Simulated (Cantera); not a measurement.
Input (Python, Cantera) and output of one run.

```python
import numpy as np
import cantera as ct

gas_names = """
    H HO2 H2 H2O H2O2 O OH O2 O3 Zr ZrO ZrO2
""".split()
cond_names = """
    H2O(s) H2O(L) Zr(a) Zr(b) Zr(L) ZrO2(a) ZrO2(b) ZrO2(L)
""".split()


# ... load() reads the species with a 1 bar reference pressure and builds the phases ...
atoms = {
    'ZrO2': {'Zr': 1, 'O': 2},
    'H2': {'H': 2},
}
top_T = {}  # K; cautious upper limits of use, not melting points


# ... equilibrate(T, P, feed) seeds the gas with the atoms and calls Mixture.equilibrate('TP', solver="vcs", rtol=1e-11, max_steps=5000) ...
results = []
feed = {'ZrO2': 1, 'H2': 0.31}  # mol
P = 280  # Pa
for T in [1450, 1475, 1500, 1525, 1550, 1575, 1600, 1625, 1650, 1675, 1700]:
    mix = equilibrate(T, P, feed)
    results.append((T, P, feed, dict(zip(mix.species_names, mix.species_moles))))

top = {s: max(r[3][s] / sum(r[3][g] for g in gas_names) for r in results) for s in gas_names}
cols = sorted((s for s in top if top[s] > 0.0001), key=lambda s: -top[s])[:7]
seen = [c for c in cond_names if any(r[3].get(c, 0) > 1e-12 for r in results)]
print("log10 of partial pressures in bar; condensed amounts in mol")
print(f"{'T/K':>10s}" + "".join(f"{s[:9]:>10s}" for s in cols + seen))
for T, P, feed, n in results:
    ng = sum(n[g] for g in gas_names)
    print(f"{T:10.4g}" + "".join(f"{np.log10(max(n[s] / ng * P / 1e5, 1e-99)):10.3f}" for s in cols)
          + "".join(f"{n.get(c, 0):10.4g}" for c in seen))
```

Result:

```
log10 of partial pressures in bar; condensed amounts in mol
       T/K        H2         H     Zr(b)   ZrO2(a)   ZrO2(b)
      1450    -2.553    -6.301 2.184e-10         1         0
      1475    -2.553    -6.164 3.282e-10         1         0
      1500    -2.553    -6.031 4.828e-10         0         1
      1525    -2.553    -5.903 6.969e-10         0         1
      1550    -2.553    -5.778 9.857e-10         0         1
      1575    -2.553    -5.658 1.362e-09         0         1
      1600    -2.553    -5.541 1.827e-09         0         1
      1625    -2.553    -5.428 2.361e-09         0         1
      1650    -2.554    -5.318 2.889e-09         0         1
      1675    -2.554    -5.212 3.236e-09         0         1
      1700    -2.554    -5.109 3.039e-09         0         1
```

Equilibrium computed with Cantera from the NASA thermochemical tables; the gas is ideal and each condensed phase is pure.
